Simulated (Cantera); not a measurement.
Input: 1 mol B, 2.5 mol H₂, 5.4 mol N₂, 2.6 mol H₂O, held at 0.608 Torr.

Cantera equilibrium calculation (NASA polynomials, part measured and part estimated; ideal gas, pure solids and liquids). Candidate condensed phases: B, BN, B₂O₃, B₃O₃H₃, H₂O; 39 gas species. Rates play no part.

x: gas mole fraction; n: condensed amount in mol.

| T (°C) | x N₂ | x H₂ | x H | x H₂O | x HBO₂ | x BO | x OH | n B₂O₃(l) |
|---|---|---|---|---|---|---|---|---|
| 900 | 0.513 | 0.380 | 2.55e-6 | 0.101 | 0.00627 | 2.95e-10 | 4.69e-9 | 0.467 |
| 1050 | 0.504 | 0.373 | 3.40e-5 | 0.0822 | 0.0407 | 9.14e-8 | 1.09e-7 | 0.277 |
| 1200 | 0.491 | 0.363 | (withheld) | 0.0588 | 0.0827 | (withheld) | (withheld) | 0 |
| 1350 | 0.491 | 0.362 | 0.00146 | 0.0604 | 0.0796 | 4.69e-5 | 1.02e-5 | 0 |
| 1500 | 0.489 | 0.358 | 0.00598 | 0.0622 | 0.0762 | 0.000307 | 6.43e-5 | 0 |
| 1650 | 0.486 | 0.348 | 0.0195 | 0.0641 | 0.0716 | 0.00144 | 0.000310 | 0 |
| 1800 | 0.476 | 0.323 | (withheld) | 0.0661 | (withheld) | (withheld) | (withheld) | 0 |
| 1950 | 0.456 | 0.276 | 0.118 | 0.0662 | 0.0531 | 0.0126 | 0.00410 | 0 |
| 2100 | 0.421 | 0.206 | 0.223 | 0.0562 | 0.0353 | 0.0246 | 0.0108 | 0 |

Task: Fill in the missing entries.

Result: 
- 1800, x H: 0.0525
- 1800, x HBO₂: 0.0647
- 1800, x BO: 0.00494
- 1800, x OH: 0.00122
- 1200, x H: 0.000268
- 1200, x BO: 4.71e-6
- 1200, x OH: 1.13e-6
